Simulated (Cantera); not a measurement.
Cantera run:

```python
import numpy as np
import cantera as ct

gas_names = """
    H HO2 H2 H2O H2O2 O OH O2 O3 V VO VO2
""".split()
cond_names = """
    H2O(s) H2O(L) V(cr) V(L) VO(s) VO(L) V2O3(s) V2O3(L) V2O4(I) V2O4(II) V2O4(L) V2O5(s) V2O5(L)
""".split()


def load(file, names, dense=False):
    # The tables refer to 1 bar. Condensed volumes are neglected.
    table = {s.name: s for s in ct.Species.list_from_file(file)}
    out = []
    for n in names:
        d = dict(table[n].input_data)
        d["thermo"] = dict(d["thermo"], **{"reference-pressure": 1e5})
        if dense:
            d["equation-of-state"] = {"model": "constant-volume", "density": "1e6 g/cm^3"}
        out.append(ct.Species.from_dict(d))
    return out


gas = ct.Solution(thermo="ideal-gas", species=load("nasa_gas.yaml", gas_names))
cond = {s.name: ct.Solution(thermo="fixed-stoichiometry", species=[s], name=s.name)
        for s in load("nasa_condensed.yaml", cond_names, dense=True)}
atoms = {
    'V2O3': {'V': 2, 'O': 3},
    'H2': {'H': 2},
    'H2O': {'H': 2, 'O': 1},
}
top_T = {}  # K; cautious upper limits of use, not melting points


def equilibrate(T, P, feed):
    n = {}
    for name, mol in feed.items():
        for a, k in atoms[name].items():
            n[a] = n.get(a, 0.0) + k * mol
    gas.TPX = T, P, n
    mass = sum(n.values()) * gas.mean_molecular_weight
    gas.equilibrate("TP")
    valid = [c for c in cond.values() if c.min_temp <= T <= top_T.get(c.name, c.max_temp)]
    mix = ct.Mixture([(gas, mass / gas.mean_molecular_weight)] + [(c, 0.0) for c in valid])
    mix.T, mix.P = T, P
    mix.equilibrate("TP", solver="vcs", rtol=1e-11, max_steps=5000)
    return mix


results = []
feed = {'V2O3': 1, 'H2': 75, 'H2O': 0.41}  # mol
T = 2198.15  # K
P = 133.322  # Pa
mix = equilibrate(T, P, feed)
results.append((T, P, feed, dict(zip(mix.species_names, mix.species_moles))))
print(gas.report(threshold=0.0001))
for i in range(1, mix.n_phases):
    print(f"{mix.phase(i).name:16s} {mix.phase_moles(i):12.5e} mol")
```

Result:

```
       temperature   2198.2 K
          pressure   133.32 Pa
           density   2.7044e-05 kg/m^3
  mean mol. weight   3.7074 kg/kmol
   phase of matter   gas

                          1 kg             1 kmol
                     ---------------   ---------------
          enthalpy        2.3174e+07        8.5914e+07  J
   internal energy        1.8244e+07        6.7638e+07  J
           entropy             67560        2.5047e+05  J/K
    Gibbs function       -1.2533e+08       -4.6466e+08  J
 heat capacity c_p            8979.1             33289  J/K
 heat capacity c_v            6736.4             24974  J/K

                      mass frac. Y      mole frac. X     chem. pot. / RT
                     ---------------   ---------------   ---------------
                 H          0.037814           0.13908           -13.296
                H2           0.45144           0.83019           -26.592
               H2O          0.031714         0.0065266           -52.778
                OH        0.00069796        0.00015215           -39.482
                 V          0.017483         0.0012724           -10.387
                VO             0.203          0.011243           -36.573
               VO2           0.25777          0.011522           -62.759
     [   +5 minor]        7.7204e-05        1.7831e-05

V(L)              0.00000e+00 mol
VO(L)             0.00000e+00 mol
V2O3(s)           0.00000e+00 mol
V2O4(L)           0.00000e+00 mol
V2O5(L)           0.00000e+00 mol
```

Cantera equilibrium calculation (NASA polynomials, part measured and part estimated; ideal gas, pure solids and liquids).
